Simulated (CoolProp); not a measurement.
Vapour-liquid equilibrium of diethyl ether (1) + ethanol (2) at 575 kPa; x and y are mole fractions of (1).

The numbers come from the multi-fluid Helmholtz-energy mixture model, Thol 2014 and Schroeder 2014; pair parameters Bell 2016 in CoolProp.

Q: Give the bubble temperature and the first vapour's composition at x = 0.15, 0.45, 0.55. Is there an azeotrope?

A: x = 0.15: 391.3 K, y = 0.373; x = 0.45: 377.8 K, y = 0.690; x = 0.55: 375.2 K, y = 0.746. No azeotrope shows between x = 0.05 and 0.95.

Pair parameters are fitted to limited data, so mixtures are less certain than the pure fluids.
